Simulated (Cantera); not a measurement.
Cantera run, input and output.

```python
import numpy as np
import cantera as ct

gas = ct.Solution("gri30.yaml")
gas.TPX = 1550, 98, {'C2H4': 1, 'H2': 6.8}
reactor = ct.IdealGasConstPressureReactor(gas, energy="off", clone=False)
net = ct.ReactorNet([reactor])
net.rtol, net.atol = 1e-08, 1e-18
show = ['C2H4', 'H2', 'CH2', 'C2H2', 'CH3', 'H']
times = np.geomspace(9e-05, 50, 15)

steps = ct.SolutionArray(gas, extra=["t"])
rows = []
print(f"{'t/s':>10s}{'T/K':>9s}{'P/Pa':>11s}" + "".join(f"{s:>11s}" for s in show))
for t in times:
    while net.time < t:
        t_next = net.step()
        steps.append(gas.state, t=t_next)
    rows.append([np.interp(t, steps.t, y) for y in (steps.T, steps.P, *steps(*show).X.T)])
    print(f"{t:10.3e}{rows[-1][0]:9.1f}{rows[-1][1]:11.4g}" + "".join(f"{x:11.3e}" for x in rows[-1][2:]))
rate = np.gradient(steps.T, steps.t)
print("integrator steps:", len(steps.t))
if steps.T.max() > steps.T[0] + 200:
    print(f"time of steepest temperature rise: {steps.t[rate.argmax()]:.4e} s")
gas.TPX = 1550, 98, {'C2H4': 1, 'H2': 6.8}
gas.equilibrate("TP")
print(f"equilibrium (TP): T = {gas.T:.1f} K  " + "  ".join(f"{s} {gas[s].X[0]:.3e}" for s in show))
```

Result:

```
       t/s      T/K       P/Pa       C2H4         H2        CH2       C2H2        CH3          H
 9.000e-05   1550.0         98  1.282e-01  8.718e-01  1.949e-15  4.206e-06  5.653e-15  1.680e-09
 2.315e-04   1550.0         98  1.282e-01  8.718e-01  1.344e-14  1.082e-05  7.292e-14  4.662e-09
 5.955e-04   1550.0         98  1.282e-01  8.718e-01  8.830e-14  2.783e-05  8.727e-13  1.285e-08
 1.532e-03   1550.0         98  1.281e-01  8.718e-01  5.027e-13  7.159e-05  7.712e-12  3.442e-08
 3.941e-03   1550.0         98  1.280e-01  8.718e-01  2.222e-12  1.842e-04  4.073e-11  9.024e-08
 1.014e-02   1550.0         98  1.277e-01  8.719e-01  7.358e-12  4.739e-04  1.331e-10  2.343e-07
 2.608e-02   1550.0         98  1.268e-01  8.720e-01  2.068e-11  1.220e-03  3.309e-10  6.072e-07
 6.708e-02   1550.0         98  1.247e-01  8.722e-01  5.446e-11  3.142e-03  6.644e-10  1.576e-06
 1.726e-01   1550.0         98  1.191e-01  8.728e-01  1.351e-10  8.102e-03  1.111e-09  4.046e-06
 4.439e-01   1550.0         98  1.048e-01  8.744e-01  2.782e-10  2.072e-02  1.797e-09  9.429e-06
 1.142e+00   1550.0         98  7.295e-02  8.781e-01  3.348e-10  4.897e-02  2.494e-09  1.634e-05
 2.937e+00   1550.0         98  2.614e-02  8.834e-01  2.023e-10  9.046e-02  3.692e-09  2.771e-05
 7.556e+00   1550.0         98  5.191e-04  8.862e-01  1.715e-11  1.132e-01  1.503e-08  1.076e-04
 1.944e+01   1550.0         98  1.906e-05  8.859e-01  3.918e-11  1.136e-01  7.224e-08  5.077e-04
 5.000e+01   1550.0         98  1.727e-05  8.855e-01  1.376e-10  1.136e-01  1.483e-07  9.030e-04
integrator steps: 896
equilibrium (TP): T = 1550.0 K  C2H4 1.711e-05  H2 8.854e-01  CH2 2.863e-09  C2H2 1.135e-01  CH3 3.018e-06  H 9.532e-04
```

Cantera simulation using GRI-Mech 3.0 (53 species, 325 reactions); the numbers are that mechanism's predictions, not measurements. GRI-Mech 3.0 was tuned for natural gas; its chemistry of ethylene as a main component is partial and can be far from experiment. GRI-Mech 3.0 stops at C3 and has no aromatics, soot or wall deposition, so with more carbon than oxygen in the feed, carbon stays in small species such as C2H2 where larger ones or solid carbon would form. Radical loss at walls, strong at low pressure, is not modelled.
